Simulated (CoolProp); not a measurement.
n-octane along the isobar 5.79 bar: fugacity coefficient from the reference equation and from simpler models built on Tc = 568.7 K, pc = 24.84 bar, ω = 0.398; each cubic takes its own stable root.

The numbers come from the reference Helmholtz-energy equation of state, Beckmüller 2019 in CoolProp.

```
T (K)   phase  reference  van der Waals  Redlich-Kwong  Soave-Redlich-Kwong  Peng-Robinson
-----  ------  ---------  -------------  -------------  -------------------  -------------
447.9  liquid     0.5170         0.8785         0.8075               0.5309         0.5216
463.5  liquid     0.6867              ?         0.8601               0.7067              ?
479.2     gas     0.8459         0.8963         0.8726               0.8590         0.8502
494.8     gas     0.8631         0.9038         0.8835               0.8732         0.8644
510.5     gas     0.8777         0.9107         0.8934               0.8858              ?
526.1     gas     0.8902         0.9169         0.9021                    ?         0.8884
541.8     gas     0.9012         0.9226         0.9100               0.9069         0.8985
557.4     gas     0.9106         0.9277         0.9170               0.9158         0.9075
573.1     gas     0.9190         0.9324         0.9234               0.9238         0.9157
588.7     gas     0.9264         0.9367         0.9291               0.9310         0.9230
604.4     gas          ?         0.9407         0.9344               0.9375              ?
620       gas     0.9389         0.9443         0.9391               0.9433         0.9357
```

Q: Fill in the missing entries.

A: 
- 463.5, van der Waals: 0.8878
- 463.5, Peng-Robinson: 0.6928
- 510.5, Peng-Robinson: 0.8771
- 526.1, Soave-Redlich-Kwong: 0.8969
- 604.4, reference: 0.9330
- 604.4, Peng-Robinson: 0.9297

At some of these states van der Waals, Redlich-Kwong gives the other phase, because its saturation line lies elsewhere.
